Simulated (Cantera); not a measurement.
An isothermal, constant-pressure homogeneous reactor starts with 3.10 % CH4, 96.9 % H2, 0.0262 % N2, at 1698 K and 15.8 Torr.

Computed with Cantera and GRI-Mech 3.0 (53 species, 325 reactions). GRI-Mech 3.0 stops at C3 and has no aromatics, soot or wall deposition, so with more carbon than oxygen in the feed, carbon stays in small species such as C2H2 where larger ones or solid carbon would form. Radical loss at walls, strong at low pressure, is not modelled.

**Question.** Predict: x(CH4) at 70.0 s; x(H2) at 70.0 s; x(H) at 70.0 s; x(CH3) at 70.0 s; x(CH2) at 70.0 s.

**Answer.** 
```
Property                                             Result
----------------  -----------------------------------------
x(CH4) at 70.0 s  0.000361 (gas-phase equilibrium 0.000320)
x(H2) at 70.0 s         0.984 (gas-phase equilibrium 0.984)
x(H) at 70.0 s    0.000996 (gas-phase equilibrium 0.000997)
x(CH3) at 70.0 s    7.41e-6 (gas-phase equilibrium 6.56e-6)
x(CH2) at 70.0 s    7.72e-9 (gas-phase equilibrium 6.85e-9)
```
